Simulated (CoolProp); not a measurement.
Vapour-liquid equilibrium of R152A (1) + methanol (2) at 0.0121 MPa; x and y are mole fractions of (1).

Model: multi-fluid Helmholtz-energy mixture model, Outcalt 1996 and de Reuck 1993; pair parameters Bell 2016, in CoolProp.

```
x      bubble temperature (°C)  y at the bubble point  dew temperature at overall composition x (°C)  liquid density (mol/L)
-----  -----------------------  ---------------------  ---------------------------------------------  ----------------------
0.05                     -44.5                  0.989                                           17.7                   25.89
0.125                    -54.7                  0.996                                           16.2                   25.18
0.2                      -57.0                  0.997                                           14.6                   24.28
0.275                    -57.5                  0.997                                           12.9                   23.37
0.35                     -57.6                  0.997                                            [?]                   22.50
0.425                    -57.7                  0.997                                            8.9                     [?]
0.5                      -57.9                  0.997                                            6.6                   20.87
0.575                    -58.3                  0.997                                            3.9                   20.12
0.65                     -58.9                  0.998                                            0.7                   19.41
0.725                      [?]                  0.998                                           -3.0                   18.73
0.8                      -60.5                  0.998                                           -7.9                   18.09
0.875                    -61.5                    [?]                                          -14.6                     [?]
0.95                     -62.6                    [?]                                          -26.8                   16.88
```

**Question.** What belongs in the gaps?

**Answer.** 
- 0.35, dew temperature at overall composition x (°C): 11.0
- 0.425, liquid density (mol/L): 21.66
- 0.725, bubble temperature (°C): -59.6
- 0.875, y at the bubble point: 0.999
- 0.875, liquid density (mol/L): 17.47
- 0.95, y at the bubble point: 1.000

No azeotrope shows between x = 0.05 and 0.95.

Pair parameters are fitted to limited data, so mixtures are less certain than the pure fluids. With so large a gap from Raoult's law the liquid may split in two, which this calculation doesn't test in full.
